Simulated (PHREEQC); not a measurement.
H2SO4 is added in steps, without added water, to 1 kg of water holding 0.0012 mol/kgw KOH, 4.6e-05 mol/kgw H3BO3 and 0.013 mol/kgw (CH3)4NCl, at 20 °C. O2 is buffered at 0.21 atm. CO2 from the air is kept out. Solids allowed: Sylvite. Others were left out.

Base run: PHREEQC, ion-association model, phreeqc.dat. Each further column changes one thing. The table gives H2BO3- (mol/kgw).

```
H2SO4 added (mol)      base  0.00052 mol/kgw HBr added  temperature from 20 to 50 °C  (CH3)4NCl replaced by BaCl2 at the same molality  no solid may form
-----------------  --------  -------------------------  ----------------------------  ------------------------------------------------  -----------------
0                   4.55e-5                    4.51e-5                       4.36e-5                                           4.55e-5            4.55e-5
0.000225            4.52e-5                        ___                           ___                                           4.51e-5            4.52e-5
0.00045             4.38e-5                   1.41e-10                           ___                                           4.37e-5            4.38e-5
0.000675           2.10e-10                        ___                      3.67e-10                                               ___           2.10e-10
0.0009             5.32e-11                   2.86e-11                      9.38e-11                                          5.59e-11           5.32e-11
0.001125           3.08e-11                   2.06e-11                           ___                                          3.19e-11           3.08e-11
0.00135            2.18e-11                   1.62e-11                      3.90e-11                                          2.23e-11           2.18e-11
0.001575           1.70e-11                   1.34e-11                      3.05e-11                                          1.72e-11           1.70e-11
0.0018             1.40e-11                   1.15e-11                      2.51e-11                                          1.39e-11           1.40e-11
0.002025           1.19e-11                   1.01e-11                      2.15e-11                                          1.17e-11           1.19e-11
0.00225            1.04e-11                   8.97e-12                      1.88e-11                                          1.01e-11           1.04e-11
0.002475           9.23e-12                   8.10e-12                      1.68e-11                                          8.90e-12           9.23e-12
0.0027             8.31e-12                   7.40e-12                      1.51e-11                                          7.94e-12           8.31e-12
```

**Question.** Complete the blanks.

**Answer.** 
- 0.000225, 0.00052 mol/kgw HBr added: 4.30e-5
- 0.000225, temperature from 20 to 50 °C: 4.23e-5
- 0.00045, temperature from 20 to 50 °C: 3.72e-5
- 0.000675, 0.00052 mol/kgw HBr added: 4.71e-11
- 0.000675, (CH3)4NCl replaced by BaCl2 at the same molality: 2.24e-10
- 0.001125, temperature from 20 to 50 °C: 5.47e-11

(CH3)4N+ isn't in the database: it is added as a free cation with an ion size of 4 Å. Away from 25 °C the constants follow the database's enthalpies or fits; those with neither stay at their 25 °C values.  Solids allowed in the column '(CH3)4NCl replaced by BaCl2 at the same molality': Barite, Sylvite.
